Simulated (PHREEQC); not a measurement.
Model water analysis in mmol/kgw, 63 °C, pH 7.21, pe 11.2:

```csv
constituent,mmol/kgw
Na,1.31
K,2.35
Ca,1.65
Mg,0.213
Cl,3.29
S(6),1.55
Alkalinity (meq/kgw),1.04
N(5),0.00171
Cu(2),0.0142
```

Valence states are taken as typed.

Model: ion-association model, wateq4f.dat, run in PHREEQC.

```json
{
  "ionic_strength": "0.00967 mol/kgw",
  "charge_balance_error": "-0.1 %"
}
```

```csv
species,molality,activity,log γ
O2,0.0533,0.0534,0.001
Cl-,0.00329,0.00294,-0.048
K+,0.00233,0.00208,-0.048
Ca+2,0.00142,0.000930,-0.184
Na+,0.00130,0.00117,-0.047
SO4-2,0.00126,0.000822,-0.186
HCO3-,0.000983,0.000885,-0.046
CaSO4,0.000209,0.000209,0.001
Mg+2,0.000162,0.000107,-0.181
CO2,0.000107,0.000108,0.001
MgSO4,4.89e-5,4.90e-5,0.001
KSO4-,2.41e-5,2.16e-5,-0.046
CaHCO3+,1.57e-5,1.41e-5,-0.045
```

No solid was allowed to form. Examples of supersaturated solids here: Malachite, Cu(OH)2. Others may be too. Constants without temperature data keep their 25 °C values here. The database's constant for dissolved Cu(OH)2 is higher than later reviews accept.
